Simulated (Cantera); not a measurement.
## Adiabatic ignition

An adiabatic, constant-volume homogeneous reactor starts with CH₃OH : O₂ : N₂ = 1 : 4.41 : 52.9 (molar parts), equivalence ratio 0.34, at 1673 K and 760 Torr.

Computed with Cantera and GRI-Mech 3.0 (53 species, 325 reactions). GRI-Mech 3.0 was tuned for natural gas; its chemistry of methanol as a main component is partial and can be far from experiment.

| t (s) | T (K) | P (bar) | x CH₃OH | x O₂ | x HCN | x H₂O₂ | x H₂O |
|---|---|---|---|---|---|---|---|
| 2.00e-6 | 1673 | 1.01 | 0.0171 | 0.0756 | 1.32e-12 | 3.22e-9 | 1.44e-5 |
| 5.37e-6 | 1673 | 1.01 | 0.0170 | 0.0756 | 6.00e-12 | 1.51e-7 | 5.09e-5 |
| 1.44e-5 | 1673 | 1.01 | 0.0167 | 0.0754 | 2.38e-11 | 2.64e-6 | 0.000182 |
| 3.86e-5 | 1676 | 1.02 | 0.0148 | 0.0743 | 1.47e-10 | 3.13e-5 | 0.00124 |
| 0.000104 | 1762 | 1.08 | 0.00285 | 0.0661 | 1.66e-9 | 3.70e-5 | 0.0145 |
| 0.000278 | 1932 | 1.19 | <1e-12 | 0.0485 | <1e-12 | 1.10e-7 | 0.0289 |
| 0.000746 | 2030 | 1.24 | <1e-12 | 0.0487 | <1e-12 | 5.00e-8 | 0.0318 |
| 0.00200 | 2065 | 1.26 | <1e-12 | 0.0491 | <1e-12 | 2.45e-8 | 0.0330 |
| 0.00537 | 2072 | 1.27 | <1e-12 | 0.0492 | <1e-12 | 1.96e-8 | 0.0334 |
| 0.0144 | 2072 | 1.27 | <1e-12 | 0.0491 | <1e-12 | 1.95e-8 | 0.0334 |
| 0.0386 | 2072 | 1.27 | <1e-12 | 0.0491 | <1e-12 | 1.94e-8 | 0.0334 |
| 0.104 | 2071 | 1.27 | <1e-12 | 0.0490 | <1e-12 | 1.94e-8 | 0.0334 |
| 0.278 | 2069 | 1.26 | <1e-12 | 0.0487 | <1e-12 | 1.92e-8 | 0.0334 |
| 0.746 | 2066 | 1.26 | <1e-12 | 0.0481 | <1e-12 | 1.89e-8 | 0.0334 |
| 2.00 | 2061 | 1.26 | <1e-12 | 0.0473 | <1e-12 | 1.84e-8 | 0.0334 |
x: mole fraction; the columns are a selection and need not sum to one.

- time of steepest temperature rise = 0.119 ms
- temperature at 2.00 s = 2061 K
- equilibrium temperature = 2059 K
- x(CH₃OH) at 2.00 s = <1e-12 (gas-phase equilibrium <1e-12)
- x(O₂) at 2.00 s = 0.0473 (gas-phase equilibrium 0.0469)
- x(HCN) at 2.00 s = <1e-12 (gas-phase equilibrium <1e-12)
